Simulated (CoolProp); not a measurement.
Ethanol at several states: Z from the reference equation and from simpler models built on Tc = 241.6 °C, pc = 62.68 bar, ω = 0.644; each cubic takes its own stable root.

Model: reference Helmholtz-energy equation of state, Schroeder 2014, in CoolProp.

```tsv
T (°C)	p (bar)	phase	reference	van der Waals	Redlich-Kwong	Soave-Redlich-Kwong	Peng-Robinson
211.15	198	liquid	0.3742	0.6265	(withheld)	(withheld)	(withheld)
283.85	14.5	gas	0.9513	0.9406	0.9351	0.9419	0.9339
156.05	86.2	liquid	0.1688	0.3086	(withheld)	(withheld)	(withheld)
-19.45	142	liquid	0.3726	0.6796	0.4641	0.4422	(withheld)
```

**Question.** Fill in the missing entries.

**Answer.** 
- 211.15, Redlich-Kwong: 0.4829
- 211.15, Soave-Redlich-Kwong: 0.4666
- 211.15, Peng-Robinson: 0.4164
- 156.05, Redlich-Kwong: 0.2249
- 156.05, Soave-Redlich-Kwong: 0.2060
- 156.05, Peng-Robinson: 0.1824
- -19.45, Peng-Robinson: 0.3947
